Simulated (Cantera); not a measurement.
A Cantera script and what it prints.

```python
import numpy as np
import cantera as ct

gas_names = [...]  # 136 gases of nasa_gas.yaml made of C, H, N, O
cond_names = """
    C(gr) C6H6(L) C7H8(L) C8H18(L),n-octa H2O(s) H2O(L)
""".split()


# ... load() reads the species with a 1 bar reference pressure and builds the phases ...
atoms = {
    'CH4': {'C': 1, 'H': 4},
    'H2O': {'H': 2, 'O': 1},
    'N2': {'N': 2},
}
top_T = {'C(gr)': 4500}  # K; cautious upper limits of use, not melting points


# ... equilibrate(T, P, feed) seeds the gas with the atoms and calls Mixture.equilibrate('TP', solver="vcs", rtol=1e-11, max_steps=5000) ...
results = []
feed = {'CH4': 1, 'H2O': 0.15, 'N2': 0.54}  # mol
T = 723.15  # K
for P in [10, 160, 2500, 40000, 630000, 10000000]:
    mix = equilibrate(T, P, feed)
    results.append((T, P, feed, dict(zip(mix.species_names, mix.species_moles))))
    x = sorted(zip(gas.X, gas.species_names), reverse=True)
    print(f"T = {T:g} K  P = {P:g} Pa  gas = {mix.phase_moles(0):.4g} mol")
    print("   x: " + "  ".join(f"{s} {v:.3e}" for v, s in x if v > 0.001))
    print("   condensed (mol): " + ("  ".join(f"{mix.phase(i).name} {mix.phase_moles(i):.4g}"
          for i in range(1, mix.n_phases) if mix.phase_moles(i) > 1e-12) or "none"))
```

Output:

```
T = 723.15 K  P = 10 Pa  gas = 2.836 mol
   x: H2 7.568e-01  N2 1.904e-01  CO 5.129e-02
   condensed (mol): C(gr) 0.8525
T = 723.15 K  P = 160 Pa  gas = 2.791 mol
   x: H2 7.515e-01  N2 1.935e-01  CO 3.753e-02  H2O 9.186e-03  CH4 4.808e-03  CO2 3.510e-03
   condensed (mol): C(gr) 0.872
T = 723.15 K  P = 2500 Pa  gas = 2.574 mol
   x: H2 6.759e-01  N2 2.098e-01  CH4 6.077e-02  H2O 3.785e-02  CO 1.100e-02  CO2 4.714e-03
   condensed (mol): C(gr) 0.8031
T = 723.15 K  P = 40000 Pa  gas = 2.081 mol
   x: H2 3.737e-01  CH4 2.973e-01  N2 2.593e-01  H2O 6.439e-02  CO2 2.789e-03  CO 2.116e-03
   condensed (mol): C(gr) 0.3711
T = 723.15 K  P = 630000 Pa  gas = 1.8 mol
   x: CH4 4.968e-01  N2 2.996e-01  H2 1.217e-01  H2O 7.796e-02  CO2 2.447e-03  NH3 1.026e-03
   condensed (mol): C(gr) 0.1007
T = 723.15 K  P = 1e+07 Pa  gas = 1.717 mol
   x: CH4 5.667e-01  N2 3.133e-01  H2O 8.244e-02  H2 3.263e-02  CO2 2.398e-03  NH3 2.312e-03
   condensed (mol): C(gr) 0.02239
```

Method: chemical equilibrium by Gibbs-energy minimisation in Cantera with the NASA 1993 tables (ideal gas, pure condensed phases). The ideal-gas law is rough above about 30 bar.
